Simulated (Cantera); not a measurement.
**Equilibrium for silicon oxide and oxynitride deposition: SiH₄ + O₂ + H₂ + H₂O**

Charge: 1 mol SiH₄, 0.19 mol O₂, 0.16 mol H₂, 0.92 mol H₂O, at 1648.15 K and 1000 Pa.

Method: chemical equilibrium by Gibbs-energy minimisation in Cantera with the NASA 1993 tables (ideal gas, pure condensed phases). Candidate condensed phases: H₂O, Si, SiO₂; 18 gas species. The tables hold silica as quartz up to 1696 K and as liquid above; real silica turns to tridymite and cristobalite and melts near 1996 K. Equilibrium is a limit: real reactors are often held back by kinetics, nucleation or transport.

```json
{
  "x(H₂)": "0.814",
  "x(SiO)": "0.185",
  "x(H)": "0.000805",
  "x(H₂O)": "3.68e-5",
  "x(Si)": "2.47e-6",
  "n(SiO₂(β-quartz))": "0.300 mol",
  "gas_amount": "3.782 mol",
  "log10 activity of Si(s) (absent)": "-1.02"
}
```
